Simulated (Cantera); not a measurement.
NO annealing gas

An isothermal, constant-pressure homogeneous reactor starts with NO : N2 = 1 : 0.11 (molar parts), at 1950 K and 0.0622 atm.

Cantera simulation using GRI-Mech 3.0 (53 species, 325 reactions); the numbers are that mechanism's predictions, not measurements.

```csv
t (s),x NO,x O2,x N2,x N2O,x NO2,x O
0.00100,0.901,1.40e-6,0.0991,3.87e-5,5.13e-6,3.78e-5
0.00181,0.901,4.93e-6,0.0991,6.69e-5,1.36e-5,6.57e-5
0.00327,0.901,1.89e-5,0.0991,0.000111,3.10e-5,0.000112
0.00591,0.900,7.51e-5,0.0992,0.000174,5.58e-5,0.000178
0.0107,0.900,0.000259,0.0994,0.000243,7.47e-5,0.000236
0.0193,0.899,0.000697,0.0998,0.000296,8.27e-5,0.000264
0.0350,0.897,0.00156,0.101,0.000315,8.71e-5,0.000277
0.0632,0.894,0.00316,0.102,0.000314,9.26e-5,0.000288
0.114,0.888,0.00606,0.105,0.000308,0.000101,0.000305
0.207,0.877,0.0114,0.111,0.000296,0.000116,0.000334
0.374,0.858,0.0210,0.120,0.000277,0.000138,0.000380
0.676,0.823,0.0387,0.138,0.000247,0.000169,0.000451
1.22,0.759,0.0702,0.170,0.000201,0.000204,0.000552
2.21,0.652,0.124,0.223,0.000140,0.000231,0.000689
4.00,0.489,0.205,0.305,7.40e-5,0.000225,0.000853
```
x: mole fraction; the columns are a selection and need not sum to one.

Equilibrium at this temperature and pressure: NO 0.00809, O2 0.446, N2 0.545, N2O 9.54e-8, NO2 5.55e-6, O 0.00121 (gas phase only).
